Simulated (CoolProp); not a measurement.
Vapour-liquid equilibrium of cyclohexane (1) + ethylbenzene (2) at 507 K; x and y are mole fractions of (1).

Values from CoolProp's multi-fluid Helmholtz-energy mixture model, Zhou 2014 and Zhou 2012; pair parameters Bell 2016.

| x | bubble pressure (MPa) | y at the bubble point | dew pressure at overall composition x (MPa) | liquid density (mol/L) |
|---|---|---|---|---|
| 0.05 | 0.8630 | 0.113 | 0.8207 | 6.136 |
| 0.125 | 0.9732 | 0.255 | 0.8712 | 6.152 |
| 0.2 | 1.084 | 0.369 | 0.9277 | 6.166 |
| 0.275 | 1.193 | 0.465 | 0.9914 | 6.177 |
| 0.35 | 1.302 | 0.546 | 1.063 | 6.185 |
| 0.425 | 1.410 | 0.615 | 1.145 | 6.191 |
| 0.5 | 1.516 | 0.677 | 1.239 | 6.193 |
| 0.575 | 1.621 | 0.733 | 1.346 | 6.194 |
| 0.65 | 1.726 | 0.784 | 1.468 | 6.191 |
| 0.725 | 1.830 | 0.832 | 1.606 | 6.186 |
| 0.8 | 1.936 | 0.878 | 1.761 | 6.178 |
| 0.875 | 2.042 | 0.924 | 1.928 | 6.168 |
| 0.95 | 2.150 | 0.969 | 2.104 | 6.156 |

No azeotrope shows between x = 0.05 and 0.95.

The pair parameters rest on a limited set of measurements; away from them the model extrapolates.
